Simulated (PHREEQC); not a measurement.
Consider water at 90 °C with 0.028 mol/kgw Al2(SO4)3, 0.0065 mol/kgw CaCl2, 0.051 mol/kgw HCl and 0.0065 mol/kgw Na2SO4. Closed to the air; pH follows from the charge balance.

Model: ion-association model, phreeqc.dat, run in PHREEQC.

```csv
quantity,before,after
pH,1.83,1.83
ionic strength (mol/kgw),0.179,0.270
HSO4- (mol/kgw),0.0313,0.0309
SO4-2 (mol/kgw),0.0109,0.0125
NaSO4- (mol/kgw),0.000255,0.00175
SI of Halite (NaCl),-5.00,-3.84
```

Question: What was changed between the two runs?
A. 0.079 mol/kgw NaCl added
B. HCl from 0.051 to 0.0459 mol/kgw
C. CaCl2 replaced by FeCl3 at the same molality
D. Al2(SO4)3 left out
E. 0.047 mol/kgw KOH added

Answer: A, 0.079 mol/kgw NaCl added

Precipitation was switched off in this run. At this temperature some constants are extrapolated from 25 °C, and those without enthalpy data are left unchanged.
